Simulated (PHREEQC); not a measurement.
Make-up at 20 °C: 0.0041 mol NH4HSO4 per kg of water. Closed to the air; pH follows from the charge balance.

Computed with PHREEQC (ion-association model, wateq4f.dat).

Precipitation was switched off in this run.

Order these S species by the share of S that they hold, largest first: SO4-2, HSO4-, NH4SO4-.

SO4-2 (81 %), HSO4- (16 %), NH4SO4- (2.7 %)

The pH is 2.50 and the ionic strength 0.0107 mol/kgw. Complexes and solids missing from the database can't appear.
